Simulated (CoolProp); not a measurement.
Vapour-liquid equilibrium of R134a (1) + R245fa (2) at 209 kPa; x and y are mole fractions of (1).

Computed with CoolProp (multi-fluid Helmholtz-energy mixture model, Tillner-Roth 1994 and Akasaka 2015; pair parameters Akasaka 2014).

| x | bubble temperature, mixture model (K) | bubble temperature, Raoult's law (K) | y, mixture model | y, Raoult's law |
|---|---|---|---|---|
| 0.05 | 303.6 | 303.3 | 0.169 | 0.185 |
| 0.15 | 296.3 | 295.8 | 0.418 | 0.446 |
| 0.25 | 290.3 | 289.7 | 0.587 | 0.614 |
| 0.35 | 285.2 | 284.6 | 0.704 | 0.728 |
| 0.45 | 280.8 | 280.2 | 0.789 | 0.808 |
| 0.55 | 276.9 | 276.4 | 0.852 | 0.867 |
| 0.65 | 273.5 | 273.2 | 0.900 | 0.911 |
| 0.75 | 270.5 | 270.2 | 0.937 | 0.944 |
| 0.85 | 267.8 | 267.6 | 0.966 | 0.970 |
| 0.95 | 265.3 | 265.3 | 0.990 | 0.991 |

The largest gap from Raoult's law is +0.6 K in bubble temperature, at x = 0.35. No azeotrope shows between x = 0.05 and 0.95.

Pair parameters are fitted to limited data, so mixtures are less certain than the pure fluids.
